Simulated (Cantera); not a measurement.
Input: 1 mol AlN, 0.17 mol H₂O, 2.5 mol H₂, held at 0.0810 bar.

Method: chemical equilibrium by Gibbs-energy minimisation in Cantera with the NASA 1993 tables (ideal gas, pure condensed phases). Candidate condensed phases: Al, AlN, Al₂O₃, H₂O; 35 gas species. Mutual solubility and eutectic melting of coexisting phases are not modelled. The tables' values for AlOH are old estimates; treat these amounts as uncertain. Condensed phases not in the tables: aluminium oxynitride. The numbers say what is thermodynamically allowed, not how fast it happens.

x: gas mole fraction; n: condensed amount in mol.

```csv
T (K),x H₂,x N₂,x Al,x Al₂O,x H,n AlN(s),n Al₂O₃(s)
1998,0.956,0.0268,0.00523,0.00546,0.00551,0.851,0.0515
2023,0.945,0.0304,0.00785,0.00910,0.00649,0.829,0.0481
2048,0.930,(withheld),(withheld),(withheld),(withheld),0.796,(withheld)
2073,0.908,0.0432,0.0163,0.0227,0.00881,0.748,0.0344
2098,0.878,0.0535,0.0226,0.0341,0.0101,0.677,0.0222
2123,0.838,(withheld),(withheld),0.0500,(withheld),(withheld),(withheld)
2148,0.813,0.0754,0.0441,0.0521,0.0132,0.509,0
2173,0.785,0.0835,0.0628,0.0504,0.0150,0.439,0
```

**Question.** Fill in the missing entries.

**Answer.** 
- 2123, x N₂: 0.0675
- 2123, x Al: 0.0308
- 2123, x H: 0.0115
- 2123, n AlN(s): 0.573
- 2123, n Al₂O₃(s): 0.00381
- 2048, x N₂: 0.0357
- 2048, x Al: 0.0115
- 2048, x Al₂O: 0.0146
- 2048, x H: 0.00759
- 2048, n Al₂O₃(s): 0.0426
